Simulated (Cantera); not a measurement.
An isothermal, constant-pressure homogeneous reactor starts with 54.9 % NO, 45.1 % N₂, at 1573 K and 100.0 Torr.

Model: GRI-Mech 3.0 (53 species, 325 reactions), integrated in Cantera.

### Question
Predict: x(NO) at 100 s; x(N₂) at 100 s; x(O₂) at 100 s; x(N₂O) at 100 s; x(O) at 100 s; x(NO₂) at 100 s.

### Answer
| Property | Value |
|---|---|
| x(NO) at 100 s | 0.408 (gas-phase equilibrium 0.00189) |
| x(N₂) at 100 s | 0.521 (gas-phase equilibrium 0.724) |
| x(O₂) at 100 s | 0.0706 (gas-phase equilibrium 0.274) |
| x(N₂O) at 100 s | 5.43e-5 (gas-phase equilibrium 3.98e-8) |
| x(O) at 100 s | 7.96e-6 (gas-phase equilibrium 1.51e-5) |
| x(NO₂) at 100 s | 0.000372 (gas-phase equilibrium 3.41e-6) |
